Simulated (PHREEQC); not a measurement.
# Silver or lead bath: an equilibrium model

Dissolve 0.0073 mol PbCl2, 0.001 mol HNO3 and 0.0019 mol Zn(NO3)2 per kg of water at 85 °C. It is in equilibrium with CO2 at log p = -3.4 (atm). Otherwise closed; pH follows from the charge balance.

All values are PHREEQC results (ion-association model, phreeqc.dat), not measurements.

This is a speciation only: nothing precipitates in the calculation.

Predict the pH.

pH 3.06.

In which forms is Pb present?

Pb+2 54 %, PbCl+ 43 %, PbNO3+ 1.9 % of the Pb.

Species that the database lacks are ignored. At this temperature some constants are extrapolated from 25 °C, and those without enthalpy data are left unchanged.
